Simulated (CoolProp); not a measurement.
Computed with CoolProp (reference Helmholtz-energy equation of state, Lemmon 2016).

Task: For R365MFC, give the phase and the density (kg/m³), fugacity coefficient at 163.35 °C and 1.59 MPa; 187.15 °C and 1.59 MPa.

Result: 
- 163.35 °C and 1.59 MPa: gas; density 87.0, fugacity coefficient 0.796
- 187.15 °C and 1.59 MPa: gas; density 76.8, fugacity coefficient 0.830
